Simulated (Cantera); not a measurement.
Input: 1 mol SiH₄, 1.2 mol NH₃, 4.3 mol N₂, held at 0.00133 bar.

Equilibrium computed with Cantera from the NASA thermochemical tables; the gas is ideal and each condensed phase is pure. Candidate condensed phases: Si, Si₃N₄; 18 gas species. The tables' values for SiN are old estimates; treat these amounts as uncertain. Gases not in the tables: Si₂H₆ and higher silanes. Kinetics and transport are ignored.

x: gas mole fraction; n: condensed amount in mol.

```tsv
T (K)	x N₂	x H₂	x Si	x H	n Si(l)
1898	0.554	0.423	0.00921	0.0139	0.912
1923	0.551	0.419	0.0127	0.0167	0.878
1948	0.547	0.414	0.0174	0.0199	0.832
1973	0.543	0.409	0.0237	0.0236	0.771
1998	0.537	0.402	0.0319	0.0279	(withheld)
2023	0.529	0.394	0.0427	0.0326	(withheld)
2048	0.519	0.384	0.0567	0.0380	(withheld)
2073	0.507	0.371	0.0748	0.0439	(withheld)
2098	0.494	0.357	0.0949	0.0504	(withheld)
```

Problem. Fill in the missing entries.

Solution. 
- 1998, n Si(l): 0.689
- 2023, n Si(l): 0.578
- 2048, n Si(l): 0.430
- 2073, n Si(l): 0.231
- 2098, n Si(l): 0
